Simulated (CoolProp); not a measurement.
Properties of octamethyltrisiloxane (MDM) along the isobar 0.101 MPa (Tc = 292.2 °C, pc = 1.438 MPa, ω = 0.528).

Model: reference Helmholtz-energy equation of state, Thol 2017, in CoolProp.

```tsv
T (°C)	phase	density (kg/m³)	cp (kJ/(kg K))	speed of sound (m/s)	Joule-Thomson coefficient (K/MPa)
174.95	gas	…	1.829	119.3	…
187.65	gas	6.589	1.858	121.8	18.60
200.35	gas	6.375	1.887	124.2	…
213.05	gas	6.177	…	126.4	…
225.75	gas	5.994	1.943	…	13.83
238.45	gas	5.822	1.971	130.7	12.63
251.15	gas	5.662	1.998	132.7	…
263.75	gas	5.513	2.024	134.7	10.67
276.45	gas	5.371	2.050	…	9.848
289.15	gas	5.237	2.075	138.5	9.119
301.85	gas	5.111	2.100	140.3	8.468
```

Some entries are withheld; supply them.


- 174.95, density (kg/m³): 6.822
- 174.95, Joule-Thomson coefficient (K/MPa): 20.73
- 200.35, Joule-Thomson coefficient (K/MPa): 16.78
- 213.05, cp (kJ/(kg K)): 1.915
- 213.05, Joule-Thomson coefficient (K/MPa): 15.20
- 225.75, speed of sound (m/s): 128.6
- 251.15, Joule-Thomson coefficient (K/MPa): 11.59
- 276.45, speed of sound (m/s): 136.6
